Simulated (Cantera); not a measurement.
Mixture: CH4 : O2 : N2 : H2O : H2 = 1 : 1.54 : 6 : 0.24 : 0.87 (molar parts), equivalence ratio 1.6, at 3.30 bar, adiabatic and at constant volume. Ignition delay is the time to a rise of 400 K.

Detailed kinetics in Cantera: GRI-Mech 3.0 (53 species, 325 reactions).

**Question.** Predict: delay at 1300 K; delay at 1450 K; delay at 1600 K; delay at 1750 K; apparent activation energy between 1675 and 1825 K.

**Answer.** 
* **delay at 1300 K**: 0.244 ms
* **delay at 1450 K**: 89.5 µs
* **delay at 1600 K**: 37.2 µs
* **delay at 1750 K**: 17.4 µs
* **apparent activation energy between 1675 and 1825 K**: 120 kJ/mol
